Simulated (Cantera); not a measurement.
An isothermal, constant-pressure homogeneous reactor starts with CH4 : N2 = 1 : 110 (molar parts), at 1925 K and 600 Torr.

Cantera simulation using GRI-Mech 3.0 (53 species, 325 reactions); the numbers are that mechanism's predictions, not measurements. GRI-Mech 3.0 stops at C3 and has no aromatics, soot or wall deposition, so with more carbon than oxygen in the feed, carbon stays in small species such as C2H2 where larger ones or solid carbon would form.

One state of this run: x CH4 = 5.99e-7; x CH2 = 1.28e-9; x HCN = 9.44e-5; x C2H = 5.90e-7; x H = 0.000124. x: mole fraction; the columns are a selection and need not sum to one.

Q: Which value of t (s) does it belong to?
(A) 0.00394
(B) 2.76e-5
(C) 1.94
(D) 0.00114

A: C, 1.94
